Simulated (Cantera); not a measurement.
An isothermal, constant-pressure homogeneous reactor starts with CO : O2 : H2O : N2 = 0.029 : 0.0039 : 0.056 : 1 (molar parts), equivalence ratio 3.7, at 1000 K and 2.70 bar. Integrator tolerance rtol = 1e-08.

Cantera simulation using GRI-Mech 3.0 (53 species, 325 reactions); the numbers are that mechanism's predictions, not measurements.

Question: What does this change do: O2 0.0039 to 0.00093 parts?

Answer: 
```csv
quantity,before,after
x(CO) at 8.00 s,0.0163 (gas-phase equilibrium 0.00551),0.0217 (gas-phase equilibrium 0.00718)
x(O2) at 8.00 s,8.10e-8 (gas-phase equilibrium <1e-12),6.19e-8 (gas-phase equilibrium <1e-12)
x(H2O) at 8.00 s,0.0483 (gas-phase equilibrium 0.0376),0.0483 (gas-phase equilibrium 0.0338)
x(CO2) at 8.00 s,0.0105 (gas-phase equilibrium 0.0212),0.00501 (gas-phase equilibrium 0.0195)
x(NO) at 8.00 s,6.03e-11 (gas-phase equilibrium <1e-12),1.41e-11 (gas-phase equilibrium <1e-12)
```

Question: What does this change do: pressure from 2.70 bar to 1.01 bar?

Answer: 
| quantity | before | after |
|---|---|---|
| x(CO) at 8.00 s | 0.0163 (gas-phase equilibrium 0.00551) | 0.0137 (gas-phase equilibrium 0.00551) |
| x(O2) at 8.00 s | 8.10e-8 (gas-phase equilibrium <1e-12) | 1.91e-8 (gas-phase equilibrium <1e-12) |
| x(H2O) at 8.00 s | 0.0483 (gas-phase equilibrium 0.0376) | 0.0457 (gas-phase equilibrium 0.0376) |
| x(CO2) at 8.00 s | 0.0105 (gas-phase equilibrium 0.0212) | 0.0131 (gas-phase equilibrium 0.0212) |
| x(NO) at 8.00 s | 6.03e-11 (gas-phase equilibrium <1e-12) | 6.06e-9 (gas-phase equilibrium <1e-12) |
